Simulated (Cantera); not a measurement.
Standard-state values (1 bar) from the NASA 1993 polynomials, evaluated with Cantera. Values are per mole of reaction as written; species without (g) are pure solids or liquids, kept so even where they would boil at 1 bar. The tables' values for SiF2 are old estimates.

**Question.** Between 300 and 2400 K, where is each reaction favourable under standard conditions?
- SiCl4(g) ⇌ Si(g) + 2 Cl2(g)
- 2 F(g) + SiF2(g) ⇌ SiF4(g)
- 3 SiH2Cl2(g) ⇌ 2 SiH3Cl(g) + Si + 2 Cl2(g)

**Answer.** 
- SiCl4(g) ⇌ Si(g) + 2 Cl2(g): ΔG° is 1028 kJ at 300 K and 455 kJ at 2400 K; it stays positive (K < 1). ΔH° is 1094 kJ and ΔS° 267 J/K at 2400 K.
- 2 F(g) + SiF2(g) ⇌ SiF4(g): ΔG° is -1098 kJ at 300 K and -478 kJ at 2400 K; it stays negative (K > 1). ΔH° is -1179 kJ and ΔS° -292 J/K at 2400 K.
- 3 SiH2Cl2(g) ⇌ 2 SiH3Cl(g) + Si + 2 Cl2(g): ΔG° is 646 kJ at 300 K and 408 kJ at 2400 K; it stays positive (K < 1). ΔH° is 722 kJ and ΔS° 131 J/K at 2400 K.
